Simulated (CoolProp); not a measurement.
A Linde-Hampson liquefier for ethane: isothermal reversible compression at 320 K from 1 atm to 5 MPa, throttling to 1 atm, return gas leaving the recuperator 0 K below the feed. Each further row changes one setting.

The numbers come from the reference Helmholtz-energy equation of state, Bücker 2006 in CoolProp.

```json
[
 {"case": "as stated", "liquid yield per pass": "[?]", "compression work (kJ/kg of gas)": "315"},
 {"case": "high pressure 10 MPa", "liquid yield per pass": "[?]", "compression work (kJ/kg of gas)": "[?]"},
 {"case": "warm-end temperature 350 K", "liquid yield per pass": "[?]", "compression work (kJ/kg of gas)": "[?]"},
 {"case": "warm-end gap 5 K", "liquid yield per pass": "[?]", "compression work (kJ/kg of gas)": "315"}
]
```

Task: What belongs in the gaps?

Result: 
- as stated, liquid yield per pass: 0.175
- high pressure 10 MPa, liquid yield per pass: 0.433
- high pressure 10 MPa, compression work (kJ/kg of gas): 338
- warm-end temperature 350 K, liquid yield per pass: 0.112
- warm-end temperature 350 K, compression work (kJ/kg of gas): 354
- warm-end gap 5 K, liquid yield per pass: 0.165
